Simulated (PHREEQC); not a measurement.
Spent oxide etchant

Consider water at 25 °C with 2.5 mmol/kgw HF and 94 mmol/kgw (NH4)2SiF6. Closed to the air; pH follows from the charge balance.

Equilibrium calculation in PHREEQC: ion-association model, phreeqc.dat.

The pH is 2.92, the ionic strength is 0.283 mol/kgw and the density is 1.006 g/cm³. The total alkalinity is -378 meq/kg.

```json
[
 {"species": "NH4+", "molality": "0.188", "activity": "0.122", "log γ": "-0.189"},
 {"species": "SiF6-2", "molality": "0.0936", "activity": "0.0246", "log γ": "-0.579"},
 {"species": "HF", "molality": "0.00269", "activity": "0.00287", "log γ": "0.028"},
 {"species": "F-", "molality": "0.00236", "activity": "0.00160", "log γ": "-0.168"},
 {"species": "H+", "molality": "0.00152", "activity": "0.00119", "log γ": "-0.105"},
 {"species": "H4SiO4", "molality": "0.000434", "activity": "0.000463", "log γ": "0.028"},
 {"species": "HF2-", "molality": "2.40e-5", "activity": "1.77e-5", "log γ": "-0.134"},
 {"species": "NH3", "molality": "5.45e-8", "activity": "5.81e-8", "log γ": "0.028"}
]
```

This is a speciation only: nothing precipitates in the calculation. Examples of supersaturated solids here: Quartz (slow to form), Chalcedony (slow to form). Others may be too. Species that the database lacks are ignored. SiF6-2 is the database's only silicon fluoride.
